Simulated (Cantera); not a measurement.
**Premixed flame**

A freely propagating, adiabatic, planar premixed flame of H2 : O2 : N2 = 1 : 0.357 : 1.34 (molar parts), equivalence ratio 1.4, unburnt at 673 K and 0.132 atm; mixture-averaged transport, grid criteria slope 0.08 and curve 0.16, no radiation.

Model: the H2/O2 subset of GRI-Mech 3.0, which has no nitrogen chemistry, integrated in Cantera. Burning velocities carry a grid error of a few per cent, more on coarse grids.

```
z (mm)  T (K)  u (m/s)    x H2     x O2      x OH       x O    x HO2     x H2O
------  -----  -------  ------  -------  --------  --------  -------  --------
-20.3     673     8.47   0.371    0.132     <1e-8     <1e-8    <1e-8     <1e-8
-13.5     673     8.47   0.371    0.132     <1e-8     <1e-8    <1e-8     <1e-8
-10.1     673     8.47   0.371    0.132     <1e-8     <1e-8    <1e-8     <1e-8
-6.76     673     8.47   0.371    0.132     <1e-8     <1e-8  4.41e-7   5.24e-8
-3.38     679     8.54   0.369    0.132   1.80e-5   1.18e-5  3.50e-5  0.000452
-1.69     775     9.68   0.348    0.128  0.000241  0.000377  2.66e-5    0.0105
0        1139     13.9   0.189   0.0730   0.00336   0.00774  1.16e-5     0.122
1.69     1395     16.8  0.0900   0.0177   0.00727    0.0109  2.66e-6     0.225
3.38     1499     17.9  0.0890   0.0133   0.00905    0.0107  1.79e-6     0.233
6.76     1629     19.3  0.0951   0.0116    0.0112    0.0102  1.33e-6     0.238
13.5     1779     20.8   0.101  0.00960    0.0133   0.00897  9.64e-7     0.244
27.1     1938     22.4   0.106  0.00745    0.0147   0.00722  6.78e-7     0.252
54.1     2097     23.9   0.110  0.00530    0.0150   0.00521  4.84e-7     0.262
```
x: mole fraction of selected species; z is measured from the peak of heat release.

```json
{
  "laminar_burning_velocity": "847 cm/s",
  "thermal_thickness": "6.76 mm",
  "peak x(OH)": "0.0151",
  "peak x(O)": "0.0110",
  "peak x(HO2)": "3.50e-5",
  "grid_points": "137"
}
```
